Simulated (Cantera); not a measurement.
An adiabatic, constant-pressure homogeneous reactor starts with H2 : O2 : N2 : NO = 1 : 1.06 : 4 : 0.0068 (molar parts), at 1148 K and 0.987 atm. Integrator tolerance rtol = 1e-08.

Model: GRI-Mech 3.0 (53 species, 325 reactions), integrated in Cantera. The mechanism lacks 2 NO + O2 → 2 NO2 and HONO, so NO2 and the effect of NO are under-described below about 1400 K.

Problem. What does this change do: initial temperature 1148 to 1200 K?

Solution. 
| quantity | before | after |
|---|---|---|
| time of steepest temperature rise | 65.2 µs | 48.3 µs |
| temperature at 9.00 s | 2261 K | 2299 K |
| equilibrium temperature | 2261 K | 2299 K |
| x(H2) at 9.00 s | 0.000948 (gas-phase equilibrium 0.000948) | 0.00118 (gas-phase equilibrium 0.00118) |
| x(O2) at 9.00 s | 0.0945 (gas-phase equilibrium 0.0945) | 0.0938 (gas-phase equilibrium 0.0938) |
| x(NO) at 9.00 s | 0.00926 (gas-phase equilibrium 0.00926) | 0.00998 (gas-phase equilibrium 0.00998) |
| x(NO2) at 9.00 s | 7.27e-6 (gas-phase equilibrium 7.27e-6) | 7.45e-6 (gas-phase equilibrium 7.45e-6) |
| x(HO2) at 9.00 s | 5.23e-6 (gas-phase equilibrium 5.23e-6) | 5.84e-6 (gas-phase equilibrium 5.84e-6) |
| x(H) at 9.00 s | 0.000245 (gas-phase equilibrium 0.000245) | 0.000333 (gas-phase equilibrium 0.000333) |
